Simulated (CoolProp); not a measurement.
Properties of 1-butene along the isotherm 525 K (Tc = 419.3 K, pc = 40.06 bar, ω = 0.192).

Values from CoolProp's reference Helmholtz-energy equation of state, Lemmon 2005. It is a short technical equation, of lower accuracy than the large ones.

```tsv
p (bar)	phase	density (kg/m³)	cp (kJ/(kg K))	expansivity (1/kK)
14.3	gas	19.55	2.455	2.352
28.6	gas	41.86	2.547	2.950
42.9	supercritical	67.61	2.671	3.740
57.2	supercritical	97.45	2.834	4.721
71.5	supercritical	131.5	3.025	5.776
85.8	supercritical	168.5	3.211	6.610
100	supercritical	205.4	3.334	…
114	supercritical	238.7	3.370	6.570
129	supercritical	269.0	3.341	5.897
143	supercritical	292.4	3.290	5.237
157	supercritical	311.9	3.236	4.660
172	supercritical	329.4	…	4.153
186	supercritical	343.3	…	3.771
200	supercritical	355.5	3.105	3.459
```

Q: Fill in the missing entries.

A: 
- 100, expansivity (1/kK): 6.886
- 172, cp (kJ/(kg K)): 3.183
- 186, cp (kJ/(kg K)): 3.141
